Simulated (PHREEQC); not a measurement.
PHREEQC input (ion-association model, phreeqc.dat):

```
SOLUTION 1
  temp 25
  units mol/kgw
  pH 7 charge
  K 0.067
END
SELECTED_OUTPUT 1
  -reset false
  -pH true
  -pe true
  -ionic_strength true
  -water true
  -totals K Ntg Oxg
  -molalities H+ K+ OH-
USER_PUNCH 1
  -headings p_Ntg(g) phi_Ntg(g) p_Oxg(g) phi_Oxg(g) p_H2O(g) phi_H2O(g) density
  10 PUNCH PR_P("Ntg(g)"), PR_PHI("Ntg(g)"), PR_P("Oxg(g)"), PR_PHI("Oxg(g)"), PR_P("H2O(g)"), PR_PHI("H2O(g)"), RHO
PRINT
  -reset false
USE solution 1
REACTION_TEMPERATURE 1
  10
GAS_PHASE 1
  -fixed_pressure
  -pressure 5
  -temperature 10
  -volume 20
  Ntg(g) 1.6
  Oxg(g) 3.4
  H2O(g) 0
END
# ... the last block is repeated for the other 8 points of T (°C)
```

Selected output (columns that matter, 9 of 9 rows; T (°C) added in front):

```
T (°C)	pH	mu	K	Ntg	Oxg	m_H+	m_K+	p_Ntg(g)	phi_Ntg(g)	p_Oxg(g)	phi_Oxg(g)	p_H2O(g)	phi_H2O(g)	density
10	13.258	0.067013	0.067013	0.0013287	0.0056632	6.5429e-14	0.067013	1.597	0.997	3.3903	0.99427	0.01276	0.9636	1.0034
20	12.889	0.067024	0.067024	0.001118	0.0046119	1.5308e-13	0.067024	1.5932	0.99764	3.3828	0.99498	0.024065	0.96662	1.0018
30	12.556	0.067043	0.067043	0.00097022	0.0038928	3.3024e-13	0.067043	1.5868	0.99822	3.3698	0.9956	0.043355	0.96919	0.99919
40	12.255	0.067072	0.067072	0.00086452	0.0033867	6.6294e-13	0.067072	1.5766	0.99877	3.3484	0.99613	0.074946	0.97131	0.99571
50	11.982	0.067117	0.067117	0.00078748	0.0030209	1.2479e-12	0.067117	1.5606	0.99932	3.3146	0.99658	0.1248	0.97297	0.99151
60	11.734	0.067185	0.067186	0.00072999	0.0027484	2.2173e-12	0.067186	1.5362	0.99988	3.2629	0.99698	0.20088	0.97416	0.98666
70	11.508	0.067288	0.067288	0.00068533	0.0025369	3.7387e-12	0.067288	1.5001	1.0005	3.1864	0.99733	0.31349	0.97484	0.98122
80	11.304	0.067441	0.067441	0.00064803	0.0023616	6.0105e-12	0.067441	1.4482	1.0013	3.0762	0.99767	0.47562	0.97501	0.97526
90	11.119	0.06767	0.06767	0.00061305	0.0022016	9.2477e-12	0.06767	1.3753	1.0022	2.9215	0.99807	0.70318	0.97466	0.96881
```

Constants without temperature data keep their 25 °C values here.
